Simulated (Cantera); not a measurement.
Feed: 1 mol Al(CH3)3, 9.5 mol O2, 21 mol H2, equilibrated at 1598.15 K and 12.0 mbar.

These are equilibrium values from Cantera (NASA tables, ideal gas, pure condensed phases), not measurements of a reactor. Candidate condensed phases: Al, Al2O3, C, C6H6, C7H8, C8H18, H2O; 121 gas species. The feed counts by its element totals alone. Kinetics and transport are ignored.

Base state: H2O 0.479, H2 0.415, CO 0.0760, CO2 0.0293, H 0.000314, OH 1.41e-5 (mole fractions); condensed: Al2O3(s).

Question: What changes in the equilibrium state with this change: temperature from 1598.15 K to 675 K?

Answer: 
| species | before | after |
|---|---|---|
| H2 | 0.415 | 0.469 |
| H2O | 0.479 | 0.425 |
| CO2 | 0.0293 | 0.0932 |
| CO | 0.0760 | 0.00859 |
| CH4 | <1e-9 | 0.00444 |
| H | 0.000314 | <1e-9 |
| Al2O3(s), mol | 0.500 | 0.500 |

Question: What changes in the equilibrium state with this change: H2 from 21 to 44 mol?

Answer: 
| species | before | after |
|---|---|---|
| H2 | 0.415 | 0.667 |
| H2O | 0.479 | 0.274 |
| CO | 0.0760 | 0.0512 |
| CO2 | 0.0293 | 0.00703 |
| OH | 1.41e-5 | 6.37e-6 |
| H | 0.000314 | 0.000397 |
| Al2O3(s), mol | 0.500 | 0.500 |

Question: What changes in the equilibrium state with this change: H2 from 21 to 700 mol?

Answer: 
| species | before | after |
|---|---|---|
| H2 | 0.415 | 0.975 |
| H2O | 0.479 | 0.0205 |
| CO | 0.0760 | 0.00421 |
| CO2 | 0.0293 | 2.95e-5 |
| OH | 1.41e-5 | 3.93e-7 |
| H | 0.000314 | 0.000481 |
| Al2O3(s), mol | 0.500 | 0.500 |
